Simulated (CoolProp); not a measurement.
A simple Rankine cycle with toluene: condensing at 300.15 K, boiler at 0.0602 MPa, turbine inlet 516.4 K, turbine efficiency 0.9, pump efficiency 0.6, no recuperator. Each further row changes one setting.

Computed with CoolProp (reference Helmholtz-energy equation of state, Lemmon 2006). It is a short technical equation, of lower accuracy than the large ones.

| case | thermal efficiency (%) | net work (kJ/kg) | heat in (kJ/kg) | turbine exit temperature (K) | volume ratio over the turbine |
|---|---|---|---|---|---|
| as stated | 14.0 | 104 | 743 | 458.2 | 12.8 |
| turbine inlet 536.4 K | 13.9 | 108 | 782 | 477.9 | 12.8 |
| condensing temperature 292.15 K | 15.8 | 119 | 756 | 449.3 | 19.1 |
| boiler pressure 0.0421 MPa | 12.2 | 91.0 | 743 | 466.0 | 9.07 |
| turbine efficiency 0.8 | 12.4 | 92.5 | 743 | 464.9 | 13.0 |
